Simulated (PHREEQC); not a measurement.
## Reverse-osmosis permeate

A made-up water analysis in mg/kgw, 20 °C, pH 6.87, pe 8.6:

| constituent | mg/kgw |
|---|---|
| Na | 0.674 |
| K | 0.23 |
| Ca | 2.07 |
| Mg | 0.0439 |
| Cl | 1.16 |
| S(6) as SO4 | 0.387 |
| Alkalinity as HCO3 | 6.19 |
| O(0) (dissolved oxygen) | 0.0203 |

Valence states are taken as typed.

All values are PHREEQC results (ion-association model, wateq4f.dat), not measurements.

Precipitation was switched off in this run.

### Question
What charge-balance error does the model give?

### Answer
charge-balance error 0.0 %.

### Question
In which forms is C present?

### Answer
HCO3- 76 %, CO2 24 % of the C.
